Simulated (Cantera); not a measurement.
Charge: 1 mol Si, 0.2 mol O2, 19 mol N2, 0.0036 mol H2O, held at 225 Torr.

These are equilibrium values from Cantera (NASA tables, ideal gas, pure condensed phases), not measurements of a reactor. Candidate condensed phases: H2O, Si, SiO2, Si2N2O, Si3N4; 35 gas species. Mutual solubility and eutectic melting of coexisting phases are not modelled. The tables' values for SiN are old estimates; treat these amounts as uncertain. Equilibrium is a limit: real reactors are often held back by kinetics, nucleation or transport. All values below are at 1998 K.

Base state: N2 0.985, SiO 0.0147, H2 0.000172, Si 9.42e-5, H 3.84e-5, SiN 1.34e-5, Si2N 1.17e-5 (mole fractions); condensed: Si2N2O(s) + Si3N4(s).

Problem. What changes in the equilibrium state with this change: 0.8 mol NH3 added?

Solution. 
```csv
species,before,after
N2,0.985,0.926
H2,0.000172,0.0584
SiO,0.0147,0.0150
H,3.84e-5,0.000708
Si2N,1.17e-5,1.23e-5
Si,9.42e-5,9.82e-5
"Si2N2O(s), mol",0.127,0.0962
"Si3N4(s), mol",0.156,0.166
```
